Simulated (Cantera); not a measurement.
A closed system holds: 1 mol H2O, 8.6 mol H2, 0.035 mol O2, at 2698 K and 1000 Pa.

These are equilibrium values from Cantera (NASA tables, ideal gas, pure condensed phases), not measurements of a reactor. Candidate condensed phases: H2O; 9 gas species. The numbers say what is thermodynamically allowed, not how fast it happens.

Base state: H2 0.510, H 0.403, H2O 0.0666, OH 0.0134, O 0.00676, O2 0.000357 (mole fractions); condensed: gas only.

What changes in the equilibrium state with this change: temperature from 2698 K to 1400 K?


```
species    before    after
-------  --------  -------
H2          0.510    0.888
H2O        0.0666    0.111
H           0.403  4.58e-5
OH         0.0134  1.14e-7
O         0.00676    <1e-9
O2       0.000357    <1e-9
```

What changes in the equilibrium state with this change: temperature from 2698 K to 1048 K?


```
species    before    after
-------  --------  -------
H2          0.510    0.889
H2O        0.0666    0.111
H           0.403  7.28e-8
OH         0.0134    <1e-9
O         0.00676    <1e-9
O2       0.000357    <1e-9
```
